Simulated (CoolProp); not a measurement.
Carbon monoxide along the isobar 3.65 MPa: fugacity coefficient from the reference equation and from simpler models built on Tc = 132.9 K, pc = 3.498 MPa, ω = 0.050; each cubic takes its own stable root.

Model: reference Helmholtz-energy equation of state, Lemmon 2006, in CoolProp. It is a short technical equation, of lower accuracy than the large ones.

```json
[
 {"T (K)": "86.5", "phase": "liquid", "reference": "0.05246"},
 {"T (K)": "106.6", "phase": "liquid", "reference": "0.2270"},
 {"T (K)": "126.6", "phase": "liquid", "reference": "0.5392"},
 {"T (K)": "146.6", "phase": "supercritical", "reference": "0.7528"},
 {"T (K)": "166.6", "phase": "supercritical", "reference": "0.8353"},
 {"T (K)": "186.7", "phase": "supercritical", "reference": "0.8871"},
 {"T (K)": "206.7", "phase": "supercritical", "reference": "0.9215"},
 {"T (K)": "226.7", "phase": "supercritical", "reference": "0.9455"},
 {"T (K)": "246.7", "phase": "supercritical", "reference": "0.9628"},
 {"T (K)": "266.8", "phase": "supercritical", "reference": "0.9755"},
 {"T (K)": "286.8", "phase": "supercritical", "reference": "0.9849"},
 {"T (K)": "306.8", "phase": "supercritical", "reference": "0.9920"},
 {"T (K)": "326.8", "phase": "supercritical", "reference": "0.9974"},
 {"T (K)": "346.9", "phase": "supercritical", "reference": "1.002"}
]
```

How far does each simpler model (van der Waals, Redlich-Kwong, Soave-Redlich-Kwong, Peng-Robinson) lie from the reference over these 14 states: mean and median of the absolute difference, and the worst?


- van der Waals: mean 18.8 %, median 1.7 %, worst +180.6 % at 86.5 K and 3.65 MPa
- Redlich-Kwong: mean 1.0 %, median 0.6 %, worst -5.1 % at 86.5 K and 3.65 MPa
- Soave-Redlich-Kwong: mean 0.6 %, median 0.6 %, worst +1.1 % at 106.6 K and 3.65 MPa
- Peng-Robinson: mean 1.6 %, median 1.2 %, worst -3.5 % at 146.6 K and 3.65 MPa
